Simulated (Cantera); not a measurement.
A freely propagating, adiabatic, planar premixed flame of H₂ : O₂ : N₂ = 1 : 0.455 : 1.68 (molar parts), equivalence ratio 1.1, unburnt at 375 K and 1.10 bar; mixture-averaged transport, grid criteria slope 0.08 and curve 0.16, no radiation.

Model: the H2/O2 subset of GRI-Mech 3.0, which has no nitrogen chemistry, integrated in Cantera. Burning velocities carry a grid error of a few per cent, more on coarse grids.

Problem. Predict: laminar burning velocity; thermal thickness; peak x(H₂O₂); peak x(HO₂); peak x(OH); peak x(O).

Solution. 
| Property | Result |
|---|---|
| laminar burning velocity | 370 cm/s |
| thermal thickness | 0.336 mm |
| peak x(H₂O₂) | 9.06e-5 |
| peak x(HO₂) | 0.000504 |
| peak x(OH) | 0.0155 |
| peak x(O) | 0.00990 |
